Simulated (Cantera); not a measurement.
A Cantera script and what it prints.

```python
import numpy as np
import cantera as ct

gas_names = """
    Ca CaF CaF2 CaO Ca2 F FO FO2 F2 F2O O O2 O3
""".split()
cond_names = """
    Ca(a) Ca(b) Ca(L) CaF2(a) CaF2(b) CaF2(L) CaO(s) CaO(L)
""".split()


# ... load() reads the species with a 1 bar reference pressure and builds the phases ...
atoms = {
    'CaO': {'Ca': 1, 'O': 1},
    'F2': {'F': 2},
}
top_T = {}  # K; cautious upper limits of use, not melting points


# ... equilibrate(T, P, feed) seeds the gas with the atoms and calls Mixture.equilibrate('TP', solver="vcs", rtol=1e-11, max_steps=5000) ...
results = []
feed = {'CaO': 1, 'F2': 17}  # mol
P = 210  # Pa
for T in [623, 673, 723, 773, 823, 873, 923, 973, 1023, 1073]:
    mix = equilibrate(T, P, feed)
    results.append((T, P, feed, dict(zip(mix.species_names, mix.species_moles))))
    x = sorted(zip(gas.X, gas.species_names), reverse=True)
    print(f"T = {T:g} K  P = {P:g} Pa  gas = {mix.phase_moles(0):.4g} mol")
    print("   x: " + "  ".join(f"{s} {v:.3e}" for v, s in x if v > 1e-06))
    print("   condensed (mol): " + ("  ".join(f"{mix.phase(i).name} {mix.phase_moles(i):.4g}"
          for i in range(1, mix.n_phases) if mix.phase_moles(i) > 1e-12) or "none"))
```

Output:

```
T = 623 K  P = 210 Pa  gas = 16.55 mol
   x: F2 9.643e-01  O2 3.022e-02  F 5.491e-03
   condensed (mol): CaF2(a) 1
T = 673 K  P = 210 Pa  gas = 16.65 mol
   x: F2 9.525e-01  O2 3.004e-02  F 1.750e-02
   condensed (mol): CaF2(a) 1
T = 723 K  P = 210 Pa  gas = 16.9 mol
   x: F2 9.233e-01  F 4.715e-02  O2 2.959e-02
   condensed (mol): CaF2(a) 1
T = 773 K  P = 210 Pa  gas = 17.46 mol
   x: F2 8.617e-01  F 1.096e-01  O2 2.864e-02
   condensed (mol): CaF2(a) 1
T = 823 K  P = 210 Pa  gas = 18.56 mol
   x: F2 7.513e-01  F 2.218e-01  O2 2.694e-02
   condensed (mol): CaF2(a) 1
T = 873 K  P = 210 Pa  gas = 20.49 mol
   x: F2 5.865e-01  F 3.891e-01  O2 2.441e-02
   condensed (mol): CaF2(a) 1
T = 923 K  P = 210 Pa  gas = 23.35 mol
   x: F 5.869e-01  F2 3.917e-01  O2 2.141e-02
   condensed (mol): CaF2(a) 1
T = 973 K  P = 210 Pa  gas = 26.65 mol
   x: F 7.619e-01  F2 2.194e-01  O2 1.876e-02
   condensed (mol): CaF2(a) 1
T = 1023 K  P = 210 Pa  gas = 29.36 mol
   x: F 8.758e-01  F2 1.071e-01  O2 1.703e-02
   condensed (mol): CaF2(a) 1
T = 1073 K  P = 210 Pa  gas = 30.97 mol
   x: F 9.345e-01  F2 4.937e-02  O2 1.614e-02
   condensed (mol): CaF2(a) 1
```

Cantera equilibrium calculation (NASA polynomials, part measured and part estimated; ideal gas, pure solids and liquids).
